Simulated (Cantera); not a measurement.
What does this Cantera script print?

```python
import numpy as np
import cantera as ct

gas = ct.Solution("gri30.yaml")
gas.TPX = 2150, 240000, {'CH4': 1, 'H2O': 2.3}
reactor = ct.IdealGasConstPressureReactor(gas, energy="off", clone=False)
net = ct.ReactorNet([reactor])
net.rtol, net.atol = 1e-08, 1e-18
show = ['CH4', 'H2O', 'O2', 'C2H4', 'CH2']
times = np.geomspace(3e-06, 70, 10)

steps = ct.SolutionArray(gas, extra=["t"])
rows = []
print(f"{'t/s':>10s}{'T/K':>9s}{'P/Pa':>11s}" + "".join(f"{s:>11s}" for s in show))
for t in times:
    while net.time < t:
        t_next = net.step()
        steps.append(gas.state, t=t_next)
    rows.append([np.interp(t, steps.t, y) for y in (steps.T, steps.P, *steps(*show).X.T)])
    print(f"{t:10.3e}{rows[-1][0]:9.1f}{rows[-1][1]:11.4g}" + "".join(f"{x:11.3e}" for x in rows[-1][2:]))
rate = np.gradient(steps.T, steps.t)
print("integrator steps:", len(steps.t))
if steps.T.max() > steps.T[0] + 200:
    print(f"time of steepest temperature rise: {steps.t[rate.argmax()]:.4e} s")
gas.TPX = 2150, 240000, {'CH4': 1, 'H2O': 2.3}
gas.equilibrate("TP")
print(f"equilibrium (TP): T = {gas.T:.1f} K  " + "  ".join(f"{s} {gas[s].X[0]:.3e}" for s in show))
```

Result:

```
       t/s      T/K       P/Pa        CH4        H2O         O2       C2H4        CH2
 3.000e-06   2150.0    2.4e+05  2.600e-01  6.829e-01  3.730e-08  6.580e-03  6.133e-05
 1.976e-05   2150.0    2.4e+05  1.023e-01  5.816e-01  3.843e-07  6.787e-03  4.515e-05
 1.302e-04   2150.0    2.4e+05  2.512e-02  4.885e-01  2.377e-07  5.271e-04  1.881e-05
 8.573e-04   2150.0    2.4e+05  1.200e-02  3.518e-01  1.080e-07  1.955e-04  7.357e-06
 5.646e-03   2150.0    2.4e+05  2.174e-03  2.395e-01  4.920e-08  9.866e-06  8.248e-07
 3.719e-02   2150.0    2.4e+05  1.408e-08  2.312e-01  4.636e-08  2.089e-14  4.973e-12
 2.450e-01   2150.0    2.4e+05  1.405e-08  2.312e-01  4.636e-08  2.002e-14  4.964e-12
 1.614e+00   2150.0    2.4e+05  1.405e-08  2.312e-01  4.636e-08  2.002e-14  4.964e-12
 1.063e+01   2150.0    2.4e+05  1.405e-08  2.312e-01  4.636e-08  2.002e-14  4.964e-12
 7.000e+01   2150.0    2.4e+05  1.405e-08  2.312e-01  4.636e-08  2.002e-14  4.964e-12
integrator steps: 1702
equilibrium (TP): T = 2150.0 K  CH4 1.638e-08  H2O 2.312e-01  O2 4.636e-08  C2H4 2.331e-14  CH2 5.762e-12
```

Model: GRI-Mech 3.0 (53 species, 325 reactions), integrated in Cantera.
